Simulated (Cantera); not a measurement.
Input (Python, Cantera) and output of one run.

```python
import numpy as np
import cantera as ct

gas_names = """
    AL ALH ALO ALOH ALO2 ALO2H AL2 AL2O AL2O2 H HALO HO2 H2 H2O H2O2 O OH O2 O3 Si SiH SiH2 SiH3 SiH4
    SiO SiO2 Si2 Si3
""".split()
cond_names = """
    AL(cr) AL(L) AL2O3(a) AL2O3(L) AL2SiO5(an) AL6Si2O13(s) H2O(s) H2O(L) Si(cr) Si(L) SiO2(Lqz)
    SiO2(hqz) SiO2(L)
""".split()


# ... load() reads the species with a 1 bar reference pressure and builds the phases ...
atoms = {
    'SiO2': {'Si': 1, 'O': 2},
    'Al2O3': {'AL': 2, 'O': 3},
    'H2O': {'H': 2, 'O': 1},
}
top_T = {'AL2SiO5(an)': 2000, 'AL6Si2O13(s)': 2100}  # K; cautious upper limits of use, not melting points


# ... equilibrate(T, P, feed) seeds the gas with the atoms and calls Mixture.equilibrate('TP', solver="vcs", rtol=1e-11, max_steps=5000) ...
results = []
feed = {'SiO2': 1, 'Al2O3': 0.69, 'H2O': 7}  # mol
T = 825  # K
P = 93000  # Pa
mix = equilibrate(T, P, feed)
results.append((T, P, feed, dict(zip(mix.species_names, mix.species_moles))))
x = sorted(zip(gas.X, gas.species_names), reverse=True)
print(f"T = {T:g} K  P = {P:g} Pa  gas = {mix.phase_moles(0):.4g} mol")
print("   x: " + "  ".join(f"{s} {v:.3e}" for v, s in x if v > 1e-06))
print("   condensed (mol): " + ("  ".join(f"{mix.phase(i).name} {mix.phase_moles(i):.4g}"
      for i in range(1, mix.n_phases) if mix.phase_moles(i) > 1e-12) or "none"))
```

It prints:

```
T = 825 K  P = 93000 Pa  gas = 7 mol
   x: H2O 1.000e+00
   condensed (mol): AL2SiO5(an) 0.69  SiO2(Lqz) 0.31
```

Cantera equilibrium calculation (NASA polynomials, part measured and part estimated; ideal gas, pure solids and liquids). Condensed phases not in the tables: alloys, solid solutions and most ternary compounds.
